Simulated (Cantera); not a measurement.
What does this Cantera script print?

```python
import numpy as np
import cantera as ct

gas_names = """
    Cu CuO Cu2 H HNO HNO2 HNO3 HO2 H2 H2O H2O2 N NH NH2 NH3 NH2OH NO NO2 NO3 N2 N2H2 N2H4 N2O O OH O2 O3
""".split()
cond_names = """
    Cu(cr) Cu(L) CuO(s) CuO2H2(s) Cu2O(s) Cu2O(L) H2O(s) H2O(L)
""".split()


def load(file, names, dense=False):
    # The tables refer to 1 bar. Condensed volumes are neglected.
    table = {s.name: s for s in ct.Species.list_from_file(file)}
    out = []
    for n in names:
        d = dict(table[n].input_data)
        d["thermo"] = dict(d["thermo"], **{"reference-pressure": 1e5})
        if dense:
            d["equation-of-state"] = {"model": "constant-volume", "density": "1e6 g/cm^3"}
        out.append(ct.Species.from_dict(d))
    return out


gas = ct.Solution(thermo="ideal-gas", species=load("nasa_gas.yaml", gas_names))
cond = {s.name: ct.Solution(thermo="fixed-stoichiometry", species=[s], name=s.name)
        for s in load("nasa_condensed.yaml", cond_names, dense=True)}
atoms = {
    'Cu2O': {'Cu': 2, 'O': 1},
    'H2': {'H': 2},
    'N2': {'N': 2},
}
top_T = {'CuO(s)': 1390}  # K; cautious upper limits of use, not melting points


def equilibrate(T, P, feed):
    n = {}
    for name, mol in feed.items():
        for a, k in atoms[name].items():
            n[a] = n.get(a, 0.0) + k * mol
    gas.TPX = T, P, n
    mass = sum(n.values()) * gas.mean_molecular_weight
    gas.equilibrate("TP")
    valid = [c for c in cond.values() if c.min_temp <= T <= top_T.get(c.name, c.max_temp)]
    mix = ct.Mixture([(gas, mass / gas.mean_molecular_weight)] + [(c, 0.0) for c in valid])
    mix.T, mix.P = T, P
    mix.equilibrate("TP", solver="vcs", rtol=1e-11, max_steps=5000)
    return mix


results = []
feed = {'Cu2O': 1, 'H2': 0.51, 'N2': 48}  # mol
P = 13332.2  # Pa
for T in [1848, 1898, 1948, 1998, 2048, 2098, 2148, 2198]:
    mix = equilibrate(T, P, feed)
    results.append((T, P, feed, dict(zip(mix.species_names, mix.species_moles))))

top = {s: max(r[3][s] / sum(r[3][g] for g in gas_names) for r in results) for s in gas_names}
cols = sorted((s for s in top if top[s] > 1e-05), key=lambda s: -top[s])[:9]
seen = [c for c in cond_names if any(r[3].get(c, 0) > 1e-12 for r in results)]
print("log10 of partial pressures in bar; condensed amounts in mol")
print(f"{'T/K':>10s}" + "".join(f"{s[:9]:>10s}" for s in cols + seen))
for T, P, feed, n in results:
    ng = sum(n[g] for g in gas_names)
    print(f"{T:10.4g}" + "".join(f"{np.log10(max(n[s] / ng * P / 1e5, 1e-99)):10.3f}" for s in cols)
          + "".join(f"{n.get(c, 0):10.4g}" for c in seen))
```

It prints:

```
log10 of partial pressures in bar; condensed amounts in mol
       T/K        N2        Cu       H2O        O2        NO        OH        H2         O         H     Cu(L)
      1848    -0.885    -3.032    -2.864    -3.218    -3.974    -4.606    -5.334    -5.332    -5.943     1.655
      1898    -0.887    -2.801    -2.869    -3.229    -3.912    -4.489    -5.147    -5.147    -5.680     1.409
      1948    -0.891    -2.582    -2.875    -3.241    -3.855    -4.381    -4.969    -4.973    -5.432     1.013
      1998    -0.896    -2.374    -2.885    -3.257    -3.804    -4.280    -4.802    -4.810    -5.196     0.386
      2048    -0.900    -2.284    -2.893    -3.271    -3.755    -4.184    -4.644    -4.654    -4.972         0
      2098    -0.900    -2.283    -2.900    -3.281    -3.704    -4.091    -4.493    -4.504    -4.758         0
      2148    -0.900    -2.283    -2.910    -3.292    -3.657    -4.005    -4.351    -4.361    -4.556         0
      2198    -0.900    -2.282    -2.922    -3.304    -3.612    -3.924    -4.218    -4.225    -4.363         0
```

Method: chemical equilibrium by Gibbs-energy minimisation in Cantera with the NASA 1993 tables (ideal gas, pure condensed phases).
